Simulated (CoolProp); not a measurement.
Model: reference Helmholtz-energy equation of state, Platzer 1990, in CoolProp. This equation is an older, rougher fit; its heat capacities, sound speeds and derivatives of the liquid may be far off and weren't checked against measurements.

**Question.** Give the vapour pressure (bar), liquid density (kg/m³), enthalpy of vaporisation (kJ/kg), vapour Z of saturated CF4 (R14) at 129.7, 205.2 K.

**Answer.** 
```tsv
T (K)	p (bar)	liquid density (kg/m³)	enthalpy of vaporisation (kJ/kg)	vapour Z
129.7	0.296	1680	142	0.987
205.2	18.6	1190	83.1	0.692
```
